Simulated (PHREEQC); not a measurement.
0.01 mol of Hydroxyapatite (Ca5(PO4)3OH) is brought to equilibrium with 1 kg of water holding 3 mmol/kgw NaCl, at 25 °C, the pH being set by adding NaOH or HCl. Oxygen is held at 0.21 atm. The system is closed to CO2. Only these solids could form: Hydroxyapatite, Portlandite.

Equilibrium calculation in PHREEQC: ion-association model, wateq4f.dat.

Q: Predict dissolved Ca (mol/kgw), dissolved P (mol/kgw), Ca+2 (mol/kgw) at pH = 4.75, 7.5, 10.94, 11.62, 12.31.

A: 
| pH | dissolved Ca (mol/kgw) | dissolved P (mol/kgw) | Ca+2 (mol/kgw) |
|---|---|---|---|
| 4.75 | 0.0397 | 0.0238 | 0.0336 |
| 7.5 | 0.000121 | 7.24e-5 | 0.000118 |
| 10.94 | 2.27e-6 | 1.36e-6 | 2.08e-6 |
| 11.62 | 1.34e-6 | 8.07e-7 | 1.12e-6 |
| 12.31 | 1.17e-6 | 7.00e-7 | 8.41e-7 |

Species that the database lacks are ignored. H3PO4, which wateq4f.dat lacks, is added to it with the constant of phreeqc.dat.
